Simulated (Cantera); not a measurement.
Reactions in the system F-Mg-O

Standard-state values (1 bar) from the NASA 1993 polynomials, evaluated with Cantera. Values are per mole of reaction as written; species without (g) are pure solids or liquids, kept so even where they would boil at 1 bar.

MgO + 2 F(g) → O(g) + MgF2

```
T (K)  ΔH° (kJ)  ΔS° (J/K)  ΔG° (kJ)  log10 K
-----  --------  ---------  --------  -------
300      -432.6     -126.1    -394.8    68.74
350      -432.6     -125.9    -388.5    57.98
425      -432.4     -125.5    -379.0    46.59
500      -432.1     -125.0    -369.7    38.62
575      -431.8     -124.3    -360.3    32.73
650      -431.4     -123.6    -351.0    28.21
725      -430.9     -123.0    -341.8    24.62
800      -430.4     -122.3    -332.6    21.71
```
